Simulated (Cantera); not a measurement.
**CaCO3 + H2 (calcination and drying)**

Input: 1 mol CaCO3, 2.4 mol H2, equilibrated at 10000 Pa.

These are equilibrium values from Cantera (NASA tables, ideal gas, pure condensed phases), not measurements of a reactor. Candidate condensed phases: C, C6H6, C7H8, C8H18, Ca, CaCO3, CaO, Ca(OH)2, H2O; 115 gas species. Equilibrium is a limit: real reactors are often held back by kinetics, nucleation or transport.

| T (K) | x H2 | x CO | x H2O | x CO2 | x CH4 | x H | n CaCO3(calcite) | n CaO(s) |
|---|---|---|---|---|---|---|---|---|
| 898 | 0.694 | 0.123 | 0.128 | 0.0528 | 0.00259 | 2.88e-10 | 0.482 | 0.518 |
| 998 | 0.515 | 0.191 | 0.191 | 0.103 | 5.42e-5 | 4.88e-9 | 0 | 1.00 |
| 1098 | 0.498 | 0.208 | 0.208 | 0.0862 | 4.15e-6 | 5.52e-8 | 0 | 1.00 |
| 1198 | 0.485 | 0.221 | 0.221 | 0.0735 | 4.86e-7 | 4.19e-7 | 0 | 1.00 |
| 1298 | 0.475 | 0.230 | 0.230 | 0.0637 | 7.96e-8 | 2.34e-6 | 0 | 1.00 |
| 1398 | 0.468 | 0.238 | 0.238 | 0.0560 | 1.69e-8 | 1.02e-5 | 0 | 1.00 |
| 1498 | 0.462 | 0.244 | 0.244 | 0.0500 | 4.45e-9 | 3.69e-5 | 0 | 1.00 |
| 1598 | 0.457 | 0.249 | 0.249 | 0.0452 | 1.39e-9 | 0.000114 | 0 | 1.000 |
| 1698 | 0.453 | 0.253 | 0.253 | 0.0414 | 5.00e-10 | 0.000308 | 0 | 1.000 |
| 1798 | 0.449 | 0.256 | 0.256 | 0.0382 | 2.03e-10 | 0.000746 | 0 | 1.000 |
x: gas mole fraction; n: condensed amount in mol.

At 898 K the condensed part is CaCO3(calcite) + CaO(s). From 998 K to 1798 K the condensed part is CaO(s).
